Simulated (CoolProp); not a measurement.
Nitrous oxide along the isotherm 348 K: density (kg/m³) from the reference equation and from simpler models built on Tc = 309.5 K, pc = 72.45 bar, ω = 0.161; each cubic takes its own stable root.

Computed with CoolProp (reference Helmholtz-energy equation of state, Lemmon 2006). It is a short technical equation, of lower accuracy than the large ones.

```
p (bar)          phase  reference
-------  -------------  ---------
31.2               gas      53.18
62.5               gas      123.6
93.8     supercritical      228.2
125      supercritical      393.8
156      supercritical      545.8
188      supercritical      634.3
219      supercritical      687.9
250      supercritical      726.7
281      supercritical      757.2
312      supercritical      782.4
344      supercritical      804.5
375      supercritical      823.3
406      supercritical      840.1
438      supercritical      855.7
469      supercritical      869.5
500      supercritical      882.3
```

Question: How far does each simpler model (ideal gas, Redlich-Kwong) lie from the reference over these 16 states: mean and median of the absolute difference, and the worst?

Answer: 
- ideal gas: mean 35.2 %, median 36.2 %, worst -56.5 % at 348 K and 156 bar
- Redlich-Kwong: mean 4.8 %, median 5.4 %, worst -8.0 % at 348 K and 188 bar
